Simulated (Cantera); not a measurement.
An adiabatic, constant-pressure homogeneous reactor starts with CH₄ : H₂ : O₂ : N₂ : H₂O = 1 : 0.055 : 5.96 : 65.6 : 17 (molar parts), equivalence ratio 0.34, at 1100 K and 1.00 bar. Integrator tolerance rtol = 1e-08.

Cantera simulation using GRI-Mech 3.0 (53 species, 325 reactions); the numbers are that mechanism's predictions, not measurements.

### Question
What does this change do: O2 5.96 to 2.1 parts?

### Answer
| quantity | before | after |
|---|---|---|
| time of steepest temperature rise | 0.164 s | not reached |
| temperature at 0.700 s | 1350 K | 1106 K |
| equilibrium temperature | 1350 K | 1361 K |
| x(CH₄) at 0.700 s | <1e-12 (gas-phase equilibrium <1e-12) | 0.0108 (gas-phase equilibrium <1e-12) |
| x(H₂) at 0.700 s | 2.10e-7 (gas-phase equilibrium 2.08e-7) | 0.000832 (gas-phase equilibrium 1.91e-6) |
| x(O₂) at 0.700 s | 0.0439 (gas-phase equilibrium 0.0438) | 0.0238 (gas-phase equilibrium 0.000827) |
| x(H) at 0.700 s | 1.11e-9 (gas-phase equilibrium 1.09e-9) | 3.45e-8 (gas-phase equilibrium 3.90e-9) |
| x(CH₂CO) at 0.700 s | <1e-12 (gas-phase equilibrium <1e-12) | 2.52e-6 (gas-phase equilibrium <1e-12) |
